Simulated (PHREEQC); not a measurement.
Model water analysis in mmol/kgw, 67 °C, pH 2.04:

```tsv
constituent	mmol/kgw
Na	45.8
K	4.33
Ca	0.43
Mg	24
Cl	8.44
S(6)	54.5
Br	1.07
Mn(2)	0.482
```

Valence states are taken as typed.

Equilibrium calculation in PHREEQC: Pitzer model, pitzer.dat.

The ionic strength comes out as 0.157 mol/kgw and the specific conductance comes out as 24800 µS/cm. The density is 0.986 g/cm³ and the osmotic coefficient comes out as 0.810. The total alkalinity comes out as -37.5 meq/kg. The charge-balance error comes out as 9.2 %.

```tsv
species	molality	activity	log γ
Na+	0.0458	0.0344	-0.125
SO4-2	0.0295	0.00602	-0.690
HSO4-	0.0250	0.0181	-0.140
Mg+2	0.0240	0.00571	-0.624
H+	0.0125	0.00912	-0.136
Cl-	0.00844	0.00609	-0.141
K+	0.00433	0.00318	-0.134
Br-	0.00107	0.000780	-0.137
Mn+2	0.000482	0.000105	-0.661
Ca+2	0.000430	8.80e-5	-0.689
```

This is a speciation only: nothing precipitates in the calculation. At this temperature some constants are extrapolated from 25 °C, and those without enthalpy data are left unchanged.
